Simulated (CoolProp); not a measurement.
Sulfur hexafluoride at 421.86 K and 0.124 MPa flows at 0.1 m/s in a round tube of 2 mm bore and 0.25 µm roughness, fully developed (64/Re and Nu = 3.66 if laminar; Colebrook and Gnielinski if turbulent). Each further row changes one setting.

Computed with CoolProp (reference Helmholtz-energy equation of state, Guder 2009).

```json
[
 {"case": "as stated", "Reynolds number": "…", "Darcy friction factor": "…", "pressure drop (Pa/m)": "…", "heat-transfer coefficient (W/(m² K))": "40.6", "mass flow (kg/h)": "…"},
 {"case": "velocity 0.2 m/s", "Reynolds number": "100", "Darcy friction factor": "0.637", "pressure drop (Pa/m)": "…", "heat-transfer coefficient (W/(m² K))": "40.6", "mass flow (kg/h)": "…"},
 {"case": "diameter 4 mm", "Reynolds number": "100", "Darcy friction factor": "0.637", "pressure drop (Pa/m)": "4.13", "heat-transfer coefficient (W/(m² K))": "20.3", "mass flow (kg/h)": "…"}
]
```

Task: Complete the blanks.

Result: 
- as stated, Reynolds number: 50.2
- as stated, Darcy friction factor: 1.27
- as stated, pressure drop (Pa/m): 16.5
- as stated, mass flow (kg/h): 0.00586
- velocity 0.2 m/s, pressure drop (Pa/m): 33.0
- velocity 0.2 m/s, mass flow (kg/h): 0.0117
- diameter 4 mm, mass flow (kg/h): 0.0235

Viscosity comes from a separate model (Quiñones-Cisneros 2012). Thermal conductivity comes from a separate model (Assael 2012).
